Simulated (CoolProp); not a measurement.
The numbers come from the reference Helmholtz-energy equation of state, Smukala 2000 in CoolProp.

Task: For ethylene, give the phase and the Z, expansivity (1/kK) at 438.2 K and 2750 kPa; 438.2 K and 6880 kPa; 438.2 K and 7560 kPa.

Result: 
- 438.2 K and 2750 kPa: gas; Z 0.959, expansivity 2.68
- 438.2 K and 6880 kPa: supercritical; Z 0.902, expansivity 3.36
- 438.2 K and 7560 kPa: supercritical; Z 0.894, expansivity 3.48
